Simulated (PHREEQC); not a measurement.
Dissolve 0.063 mol NaOH and 0.00038 mol (CH3)4NCl per kg of water at 91 °C. Closed to the air; pH follows from the charge balance.

Model: ion-association model, phreeqc.dat, run in PHREEQC.

Each row changes one thing in this solution. No solid was allowed to form.

| case | pH | ionic strength (mol/kgw) |
|---|---|---|
| as made | 11.07 | 0.0634 |
| NaOH left out | 6.19 | 0.000381 |
| diluted 100-fold with water | 9.17 | 0.000634 |
| 0.0056 mol/kgw H2SO4 added | 10.99 | 0.0674 |
| 0.063 mol/kgw H2SO4 added | 1.88 | 0.0921 |
| temperature from 91 to 60 °C | 11.71 | 0.0634 |

(CH3)4N+ isn't in the database: it is added as a free cation with an ion size of 4 Å. Away from 25 °C the constants follow the database's enthalpies or fits; those with neither stay at their 25 °C values.
